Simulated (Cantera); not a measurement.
An isothermal, constant-pressure homogeneous reactor starts with CH4 : N2 = 1 : 12 (molar parts), at 1875 K and 0.220 bar. Integrator tolerance rtol = 1e-08.

Detailed kinetics in Cantera: GRI-Mech 3.0 (53 species, 325 reactions). GRI-Mech 3.0 stops at C3 and has no aromatics, soot or wall deposition, so with more carbon than oxygen in the feed, carbon stays in small species such as C2H2 where larger ones or solid carbon would form.

Problem. What does this change do: temperature 1875 to 1725 K?

Solution. 
| quantity | before | after |
|---|---|---|
| x(CH4) at 2.00 s | 4.74e-5 (gas-phase equilibrium 2.41e-5) | 0.000387 (gas-phase equilibrium 7.76e-5) |
| x(HCN) at 2.00 s | 5.51e-5 (gas-phase equilibrium 0.0542) | 5.25e-6 (gas-phase equilibrium 0.0523) |
| x(H2) at 2.00 s | 0.107 (gas-phase equilibrium 0.107) | 0.106 (gas-phase equilibrium 0.107) |
| x(C2H6) at 2.00 s | 2.35e-10 (gas-phase equilibrium 5.94e-11) | 7.33e-9 (gas-phase equilibrium 4.11e-10) |
| x(C2H) at 2.00 s | 1.82e-6 (gas-phase equilibrium 4.38e-7) | 2.71e-7 (gas-phase equilibrium 7.30e-8) |
| x(C2H2) at 2.00 s | 0.0356 (gas-phase equilibrium 0.00857) | 0.0355 (gas-phase equilibrium 0.00954) |
| x(C2H4) at 2.00 s | 1.18e-5 (gas-phase equilibrium 2.84e-6) | 3.33e-5 (gas-phase equilibrium 8.96e-6) |
